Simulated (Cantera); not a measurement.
Mixture: CH4 : C2H6 : C3H8 : O2 : N2 = 1 : 0.3 : 0.23 : 4.33 : 13 (molar parts), at 7500 Torr, adiabatic and at constant volume. Ignition delay is the time to a rise of 400 K.

Detailed kinetics in Cantera: GRI-Mech 3.0 (53 species, 325 reactions). GRI-Mech 3.0 was tuned for natural gas; its chemistry of propane as a main component is partial and can be far from experiment.

Question: Predict: delay at 1350 K; delay at 1425 K; delay at 1500 K; delay at 1575 K; delay at 1650 K; apparent activation energy between 1500 and 1650 K.

Answer: 
```
Quantity                                                 Value
--------------------------------------------------  ----------
delay at 1350 K                                        73.5 µs
delay at 1425 K                                        33.7 µs
delay at 1500 K                                        16.9 µs
delay at 1575 K                                        9.19 µs
delay at 1650 K                                        5.40 µs
apparent activation energy between 1500 and 1650 K  160 kJ/mol
```
